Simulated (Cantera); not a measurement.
Cantera run:

```python
import numpy as np
import cantera as ct

gas_names = """
    CL CLO CL2 H HCL HOCL HO2 H2 H2O H2O2 O OH O2 O3 Si SiCL SiCL2 SiCL3 SiCL4 SiH SiHCL3 SiH2 SiH2CL2
    SiH3 SiH3CL SiH4 SiO SiO2 Si2 Si3
""".split()
cond_names = """
    H2O(s) H2O(L) Si(cr) Si(L) SiO2(Lqz) SiO2(hqz) SiO2(L)
""".split()


# ... load() reads the species with a 1 bar reference pressure and builds the phases ...
atoms = {
    'SiCl4': {'Si': 1, 'CL': 4},
    'O3': {'O': 3},
    'H2': {'H': 2},
}
top_T = {}  # K; cautious upper limits of use, not melting points


# ... equilibrate(T, P, feed) seeds the gas with the atoms and calls Mixture.equilibrate('TP', solver="vcs", rtol=1e-11, max_steps=5000) ...
results = []
feed = {'SiCl4': 1, 'O3': 2.9, 'H2': 38}  # mol
T = 1400  # K
P = 133.322  # Pa
mix = equilibrate(T, P, feed)
results.append((T, P, feed, dict(zip(mix.species_names, mix.species_moles))))
print(gas.report(threshold=1e-06))
for i in range(1, mix.n_phases):
    print(f"{mix.phase(i).name:16s} {mix.phase_moles(i):12.5e} mol")
```

Result:

```
       temperature   1400 K
          pressure   133.32 Pa
           density   9.3226e-05 kg/m^3
  mean mol. weight   8.1395 kg/kmol
   phase of matter   gas

                          1 kg             1 kmol
                     ---------------   ---------------
          enthalpy        -1.811e+06        -1.474e+07  J
   internal energy       -3.2411e+06       -2.6381e+07  J
           entropy             31402         2.556e+05  J/K
    Gibbs function       -4.5774e+07       -3.7258e+08  J
 heat capacity c_p            4240.5             34516  J/K
 heat capacity c_v              3219             26201  J/K

                      mass frac. Y      mole frac. X     chem. pot. / RT
                     ---------------   ---------------   ---------------
                CL        5.5813e-05        1.2815e-05           -29.383
                 H        1.4118e-05          0.000114           -12.668
               HCL           0.44783          0.099981           -42.051
                H2            0.1814            0.7324           -25.336
               H2O            0.3707           0.16749           -55.202
     [  +25 minor]        2.4501e-06        7.7047e-07

Si(cr)            0.00000e+00 mol
SiO2(hqz)         9.99990e-01 mol
```

These are equilibrium values from Cantera (NASA tables, ideal gas, pure condensed phases), not measurements of a reactor. The tables hold silica as quartz up to 1696 K and as liquid above; real silica turns to tridymite and cristobalite and melts near 1996 K.
